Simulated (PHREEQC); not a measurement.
0.8 g of hydrous ferric oxide (600 m²/g; 0.2 weak and 0.005 strong sites per Fe, Dzombak-Morel constants, diffuse double layer) in 1 kg of water with 0.01 mol/kgw of an inert sodium salt and 1.3e-05 mol Na2SeO4, at 25 °C; the pH is set by adding NaOH or the inert anion's acid. Oxygen alone is held at its pressure in air (log pO2 = -0.68). CO2 from the air is kept out. Nothing may precipitate in this run.

Base run: PHREEQC, ion-association model, wateq4f.dat. Each further column changes one thing. The table gives surface charge σ (C/m²).

| pH | base | background salt from 0.01 to 0.001 mol/kgw | oxide from 0.8 to 4 g/kgw |
|---|---|---|---|
| 3 | 0.322 | 0.262 | 0.333 |
| 3.5 | 0.274 | (withheld) | 0.287 |
| 4 | 0.215 | 0.125 | 0.228 |
| 5 | 0.112 | 0.052 | 0.118 |
| 5.5 | 0.076 | 0.032 | 0.079 |
| 6 | 0.049 | 0.019 | 0.050 |
| 6.5 | 0.030 | 0.011 | 0.031 |
| 7.5 | 0.008 | 0.003 | 0.008 |
| 8 | 0.001 | 0.000 | 0.001 |
| 8.5 | -0.005 | (withheld) | -0.005 |
| 9 | -0.013 | -0.004 | -0.013 |
| 10 | -0.041 | -0.016 | -0.041 |
| 10.5 | -0.065 | -0.029 | -0.066 |
| 11 | -0.100 | (withheld) | -0.103 |

Problem. Complete the blanks.

Solution. 
- 3.5, background salt from 0.01 to 0.001 mol/kgw: 0.185
- 8.5, background salt from 0.01 to 0.001 mol/kgw: -0.002
- 11, background salt from 0.01 to 0.001 mol/kgw: -0.056

The oxide is taken as insoluble; below pH 4 it would dissolve.
